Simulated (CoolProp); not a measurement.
Ethylbenzene at several states: density (kg/m³) from the reference equation and from simpler models built on Tc = 617.1 K, pc = 3.622 MPa, ω = 0.304; each cubic takes its own stable root.

The numbers come from the reference Helmholtz-energy equation of state, Zhou 2012 in CoolProp.

```
T (K)  p (MPa)   phase  reference
-----  -------  ------  ---------
448      0.357  liquid      720.5
393.3     14.1  liquid      793.8
438.5     1.95  liquid      734.0
243.3    0.347  liquid      910.3
```

Q: How far does each simpler model (van der Waals, Redlich-Kwong, Soave-Redlich-Kwong) lie from the reference over these 4 states: mean and median of the absolute difference, and the worst?

A: 
- van der Waals: mean 55.4 %, median 42.2 %, worst -98.5 % at 448 K and 0.357 MPa
- Redlich-Kwong: mean 35.5 %, median 15.3 %, worst -98.5 % at 448 K and 0.357 MPa
- Soave-Redlich-Kwong: mean 11.9 %, median 11.7 %, worst -13.7 % at 243.3 K and 0.347 MPa

At some of these states van der Waals, Redlich-Kwong gives the other phase, because its saturation line lies elsewhere.
